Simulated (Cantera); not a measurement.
A perfectly stirred reactor is fed with H₂ : O₂ : N₂ = 1.5 : 1 : 5.5 (molar parts), equivalence ratio 0.75, at 750 Torr; it is held at 825 K, and followed from long to short residence time.

Computed with Cantera and the H2/O2 subset of GRI-Mech 3.0, which has no nitrogen chemistry. Below about 950 K walls govern HO2 and H2O2 in real vessels. The temperature is held fixed by assumption; the heat of reaction is taken as removed at once.

Question: What does this change do: temperature 825 to 1325 K?

Answer: 
```tsv
quantity	before	after
x(H₂) at τ = 20.0 s	0.151	1.24e-5
x(O₂) at τ = 20.0 s	0.107	0.0345
x(H₂O) at τ = 20.0 s	0.0402	0.207
x(HO₂) at τ = 20.0 s	9.41e-6	3.57e-7
x(H₂O₂) at τ = 20.0 s	0.000633	5.05e-8
x(H₂) at τ = 73.0 ms	0.188	0.000525
x(O₂) at τ = 73.0 ms	0.125	0.0346
x(H₂O) at τ = 73.0 ms	4.76e-9	0.206
x(HO₂) at τ = 73.0 ms	1.20e-8	1.03e-5
x(H₂O₂) at τ = 73.0 ms	9.10e-9	8.60e-7
```
